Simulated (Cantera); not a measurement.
**PbO + C + H2 (carbothermic reduction)**

Charge: 1 mol PbO, 1.9 mol C, 7.7 mol H2, equilibrated at 10.0 mbar.

These are equilibrium values from Cantera (NASA tables, ideal gas, pure condensed phases), not measurements of a reactor. Candidate condensed phases: C, C6H6, C7H8, C8H18, H2O, Pb, PbO, PbO2, Pb3O4; 113 gas species. The numbers say what is thermodynamically allowed, not how fast it happens.

| T (°C) | x H2 | x H | x CO | x Pb | x C2H2 (acetylene) | x C2H | n C(graphite) |
|---|---|---|---|---|---|---|---|
| 1650 | 0.786 | 0.00835 | 0.103 | 0.103 | 0.000355 | 5.37e-8 | 0.893 |
| 1700 | 0.783 | 0.0119 | 0.102 | 0.102 | 0.000501 | 1.30e-7 | 0.890 |
| 1750 | 0.778 | 0.0168 | 0.102 | 0.102 | 0.000695 | 3.03e-7 | 0.886 |
| 1800 | 0.772 | 0.0231 | 0.102 | 0.102 | 0.000946 | 6.73e-7 | 0.881 |
| 1850 | 0.764 | 0.0314 | 0.101 | 0.101 | 0.00127 | 1.44e-6 | 0.875 |
| 1900 | 0.755 | 0.0419 | 0.101 | 0.101 | 0.00167 | 2.97e-6 | 0.867 |
| 1950 | 0.742 | 0.0552 | 0.100 | 0.100 | 0.00215 | 5.91e-6 | 0.857 |
| 2000 | 0.727 | 0.0716 | 0.0994 | 0.0994 | 0.00274 | 1.14e-5 | 0.844 |
| 2050 | 0.708 | 0.0916 | 0.0984 | 0.0984 | 0.00343 | 2.12e-5 | 0.829 |
| 2100 | 0.686 | 0.116 | 0.0971 | 0.0971 | 0.00422 | 3.84e-5 | 0.812 |
| 2150 | 0.659 | 0.144 | 0.0957 | 0.0957 | 0.00510 | 6.76e-5 | 0.791 |
x: gas mole fraction; n: condensed amount in mol.

From 1650 °C to 2150 °C the condensed part is C(graphite). The main Pb-bearing gas is Pb throughout.
